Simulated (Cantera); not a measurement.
Feed: 1 mol SiH2Cl2, 23 mol N2, equilibrated at 1025 °C and 750 Torr.

Cantera equilibrium calculation (NASA polynomials, part measured and part estimated; ideal gas, pure solids and liquids). Candidate condensed phases: NH4Cl, Si, Si3N4; 28 gas species. N2 is the only nitrogen source here; it is nearly inert below about 1500 K, so the nitride shown seldom forms there in practice. The tables' values for SiCl3 are old estimates; treat these amounts as uncertain. Equilibrium is a limit: real reactors are often held back by kinetics, nucleation or transport.

Base state: N2 0.924, HCl 0.0552, H2 0.0135, SiCl4 0.00656, SiCl3 0.000205, SiHCl3 7.27e-5, SiCl2 3.84e-5 (mole fractions); condensed: Si3N4(s).

### Question
What changes in the equilibrium state with this change: temperature from 1025 °C to 675 °C?

### Answer
```tsv
species	before	after
N2	0.924	0.926
HCl	0.0552	0.0491
H2	0.0135	0.0166
SiCl4	0.00656	0.00831
SiCl2	3.84e-5	2.90e-9
SiCl3	0.000205	8.44e-7
SiHCl3	7.27e-5	1.27e-5
Si3N4(s), mol	0.278	0.266
```

### Question
What changes in the equilibrium state with this change: N2 from 23 to 130 mol?

### Answer
```
species          before     after
-------------  --------  --------
N2                0.924     0.986
HCl              0.0552    0.0118
H2               0.0135   0.00172
SiCl4           0.00656  0.000816
SiHCl3          7.27e-5   5.36e-6
SiCl3          0.000205   4.26e-5
Si3N4(s), mol     0.278     0.295
```

### Question
What changes in the equilibrium state with this change: N2 from 23 to 140 mol?

### Answer
```json
[
 {"species": "N2", "before": "0.924", "after": "0.987"},
 {"species": "HCl", "before": "0.0552", "after": "0.0110"},
 {"species": "H2", "before": "0.0135", "after": "0.00157"},
 {"species": "SiCl4", "before": "0.00656", "after": "0.000745"},
 {"species": "SiHCl3", "before": "7.27e-5", "after": "4.78e-6"},
 {"species": "SiCl3", "before": "0.000205", "after": "3.97e-5"},
 {"species": "Si3N4(s), mol", "before": "0.278", "after": "0.296"}
]
```
